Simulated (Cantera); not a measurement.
What does this Cantera script print?

```python
import numpy as np
import cantera as ct

gas_names = """
    Cu CuF CuF2 Cu2 F F2 H HF H2 H2F2 H3F3 H4F4 H5F5 H6F6 H7F7
""".split()
cond_names = """
    Cu(cr) Cu(L) CuF2(s) CuF2(L)
""".split()


# ... load() reads the species with a 1 bar reference pressure and builds the phases ...
atoms = {
    'Cu': {'Cu': 1},
    'F2': {'F': 2},
    'H2': {'H': 2},
}
top_T = {}  # K; cautious upper limits of use, not melting points


# ... equilibrate(T, P, feed) seeds the gas with the atoms and calls Mixture.equilibrate('TP', solver="vcs", rtol=1e-11, max_steps=5000) ...
results = []
feed = {'Cu': 1, 'F2': 7.7, 'H2': 15}  # mol
T = 1375  # K
P = 69000  # Pa
mix = equilibrate(T, P, feed)
results.append((T, P, feed, dict(zip(mix.species_names, mix.species_moles))))
x = sorted(zip(gas.X, gas.species_names), reverse=True)
print(f"T = {T:g} K  P = {P:g} Pa  gas = {mix.phase_moles(0):.4g} mol")
print("   x: " + "  ".join(f"{s} {v:.3e}" for v, s in x if v > 0.001))
print("   condensed (mol): " + ("  ".join(f"{mix.phase(i).name} {mix.phase_moles(i):.4g}"
      for i in range(1, mix.n_phases) if mix.phase_moles(i) > 1e-12) or "none"))
```

Output:

```
T = 1375 K  P = 69000 Pa  gas = 22.7 mol
   x: HF 6.784e-01  H2 3.216e-01
   condensed (mol): Cu(L) 0.9999
```

These are equilibrium values from Cantera (NASA tables, ideal gas, pure condensed phases), not measurements of a reactor.
